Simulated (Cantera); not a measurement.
An isothermal, constant-pressure homogeneous reactor starts with C₂H₆ : H₂ = 1 : 53 (molar parts), at 1425 K and 0.890 bar. Integrator tolerance rtol = 1e-08.

Computed with Cantera and GRI-Mech 3.0 (53 species, 325 reactions). GRI-Mech 3.0 stops at C3 and has no aromatics, soot or wall deposition, so with more carbon than oxygen in the feed, carbon stays in small species such as C2H2 where larger ones or solid carbon would form.

### Question
What does this change do: temperature 1425 to 1850 K?

### Answer
| quantity | before | after |
|---|---|---|
| x(C₂H₆) at 2.00 s | 8.88e-6 (gas-phase equilibrium 3.27e-6) | 1.96e-7 (gas-phase equilibrium 1.96e-7) |
| x(H₂) at 2.00 s | 0.966 (gas-phase equilibrium 0.964) | 0.979 (gas-phase equilibrium 0.979) |
| x(C₂H₂) at 2.00 s | 0.00178 (gas-phase equilibrium 0.000454) | 0.0155 (gas-phase equilibrium 0.0155) |
| x(CH₄) at 2.00 s | 0.0315 (gas-phase equilibrium 0.0356) | 0.00432 (gas-phase equilibrium 0.00432) |
| x(CH₃) at 2.00 s | 5.56e-6 (gas-phase equilibrium 5.30e-6) | 5.04e-5 (gas-phase equilibrium 5.04e-5) |

### Question
What does this change do: temperature 1425 to 1525 K?

### Answer
| quantity | before | after |
|---|---|---|
| x(C₂H₆) at 2.00 s | 8.88e-6 (gas-phase equilibrium 3.27e-6) | 3.68e-6 (gas-phase equilibrium 3.43e-6) |
| x(H₂) at 2.00 s | 0.966 (gas-phase equilibrium 0.964) | 0.968 (gas-phase equilibrium 0.967) |
| x(C₂H₂) at 2.00 s | 0.00178 (gas-phase equilibrium 0.000454) | 0.00360 (gas-phase equilibrium 0.00294) |
| x(CH₄) at 2.00 s | 0.0315 (gas-phase equilibrium 0.0356) | 0.0282 (gas-phase equilibrium 0.0298) |
| x(CH₃) at 2.00 s | 5.56e-6 (gas-phase equilibrium 5.30e-6) | 1.49e-5 (gas-phase equilibrium 1.55e-5) |
